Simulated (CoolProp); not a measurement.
n-decane along the isotherm 620 K: density (kg/m³) from the reference equation and from simpler models built on Tc = 617.7 K, pc = 2.101 MPa, ω = 0.488; each cubic takes its own stable root.

Model: reference Helmholtz-energy equation of state, Lemmon 2006, in CoolProp. It is a short technical equation, of lower accuracy than the large ones.

| p (MPa) | phase | reference |
|---|---|---|
| 1.5 | gas | 61.15 |
| 3 | supercritical | 379.6 |
| 4.5 | supercritical | 418.8 |
| 6 | supercritical | 440.2 |
| 7.5 | supercritical | 455.5 |
| 9.01 | supercritical | 467.7 |
| 10.5 | supercritical | 477.6 |
| 12 | supercritical | 486.3 |
| 13.5 | supercritical | 493.9 |
| 15 | supercritical | 500.7 |
| 16.5 | supercritical | 506.9 |
| 18 | supercritical | 512.6 |
| 19.5 | supercritical | 517.8 |
| 21 | supercritical | 522.7 |

How far does each simpler model (ideal gas, van der Waals, Redlich-Kwong, Soave-Redlich-Kwong, Peng-Robinson) lie from the reference over these 14 states: mean and median of the absolute difference, and the worst?


- ideal gas: mean 34.7 %, median 32.1 %, worst -78.2 % at 620 K and 3 MPa
- van der Waals: mean 31.2 %, median 32.5 %, worst -35.7 % at 620 K and 3 MPa
- Redlich-Kwong: mean 13.8 %, median 13.2 %, worst -22.9 % at 620 K and 3 MPa
- Soave-Redlich-Kwong: mean 13.9 %, median 13.3 %, worst -23.4 % at 620 K and 3 MPa
- Peng-Robinson: mean 4.8 %, median 3.5 %, worst -15.2 % at 620 K and 3 MPa
